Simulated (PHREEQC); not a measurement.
## Copper plating or etch bath (model solution)

Solution (25 °C): 0.094 mol CuSO4, 0.0041 mol H2SO4 and 0.001 mol Na2SO4 per kg of water. Closed to the air; pH follows from the charge balance.

Model: ion-association model, wateq4f.dat, run in PHREEQC.

```
Item                     Result
----------------  -------------
pH                         2.59
ionic strength    0.202 mol/kgw
total alkalinity   -8.20 meq/kg
```

```csv
species,molality,activity,log γ
SO4-2,0.0492,0.0143,-0.535
Cu+2,0.0492,0.0160,-0.486
CuSO4,0.0448,0.0470,0.020
HSO4-,0.00495,0.00361,-0.138
H+,0.00325,0.00259,-0.098
Na+,0.00187,0.00139,-0.129
```

Precipitation was switched off in this run.
